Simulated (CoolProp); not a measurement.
Model: reference Helmholtz-energy equation of state, Lemmon 2006, in CoolProp. It is a short technical equation, of lower accuracy than the large ones.

### Question
Give the vapour pressure (kPa), liquid density (kg/m³), enthalpy of vaporisation (kJ/kg), surface tension (mN/m) of saturated C2F6 (R116) at -78.45, -25.15, -11.85 °C.

### Answer
```json
[
 {"T (°C)": "-78.45", "p (kPa)": "99.4", "liquid density (kg/m³)": "1610", "enthalpy of vaporisation (kJ/kg)": "117", "surface tension (mN/m)": "11.1"},
 {"T (°C)": "-25.15", "p (kPa)": "892", "liquid density (kg/m³)": "1330", "enthalpy of vaporisation (kJ/kg)": "87.5", "surface tension (mN/m)": "4.26"},
 {"T (°C)": "-11.85", "p (kPa)": "1330", "liquid density (kg/m³)": "1240", "enthalpy of vaporisation (kJ/kg)": "76.3", "surface tension (mN/m)": "2.76"}
]
```

Surface tension comes from a separate correlation (Mulero 2012).
